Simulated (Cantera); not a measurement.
What does this Cantera script print?

```python
import numpy as np
import cantera as ct

gas_names = """
    CL CL2 H HCL H2 K KCL KH K2 K2CL2 N NH NH2 NH3 N2 N2H2 N2H4
""".split()
cond_names = """
    K(cr) K(L) KCL(s) KCL(L) NH4CL(a) NH4CL(b)
""".split()


# ... load() reads the species with a 1 bar reference pressure and builds the phases ...
atoms = {
    'KCl': {'K': 1, 'CL': 1},
    'N2': {'N': 2},
    'H2': {'H': 2},
}
top_T = {}  # K; cautious upper limits of use, not melting points


# ... equilibrate(T, P, feed) seeds the gas with the atoms and calls Mixture.equilibrate('TP', solver="vcs", rtol=1e-11, max_steps=5000) ...
results = []
feed = {'KCl': 1, 'N2': 0.34, 'H2': 3.4}  # mol
T = 1950  # K
P = 2500  # Pa
mix = equilibrate(T, P, feed)
results.append((T, P, feed, dict(zip(mix.species_names, mix.species_moles))))
x = sorted(zip(gas.X, gas.species_names), reverse=True)
print(f"T = {T:g} K  P = {P:g} Pa  gas = {mix.phase_moles(0):.4g} mol")
print("   x: " + "  ".join(f"{s} {v:.3e}" for v, s in x if v > 0.0001))
print("   condensed (mol): " + ("  ".join(f"{mix.phase(i).name} {mix.phase_moles(i):.4g}"
      for i in range(1, mix.n_phases) if mix.phase_moles(i) > 1e-12) or "none"))
```

Output:

```
T = 1950 K  P = 2500 Pa  gas = 4.797 mol
   x: H2 6.968e-01  KCL 1.904e-01  N2 7.087e-02  K 1.793e-02  HCL 1.782e-02  H 6.052e-03  CL 1.160e-04
   condensed (mol): none
```

Equilibrium computed with Cantera from the NASA thermochemical tables; the gas is ideal and each condensed phase is pure.
